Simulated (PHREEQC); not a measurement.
Solution (90 °C): 0.0024 mol Cu(NO3)2 per kg of water. Closed to the air; pH follows from the charge balance.

Model: ion-association model, phreeqc.dat, run in PHREEQC.

```tsv
quantity	before	after
pH	4.40	4.30
Cu2(OH)2+2 (mol/kgw)	2.14e-5	2.78e-5
CuOH+ (mol/kgw)	4.47e-7	4.99e-7
Cu(OH)2 (mol/kgw)	2.12e-8	1.82e-8
```

Problem. What was changed between the two runs?
(A) 0.00044 mol/kgw Na2SO4 added
(B) Cu(NO3)2 from 0.0024 to 0.012 mol/kgw
(C) Cu(NO3)2 from 0.0024 to 0.00048 mol/kgw
(D) 4.4e-05 mol/kgw HBr added
(E) Cu(NO3)2 from 0.0024 to 0.0036 mol/kgw

Solution. E, Cu(NO3)2 from 0.0024 to 0.0036 mol/kgw

This is a speciation only: nothing precipitates in the calculation. Away from 25 °C the constants follow the database's enthalpies or fits; those with neither stay at their 25 °C values.
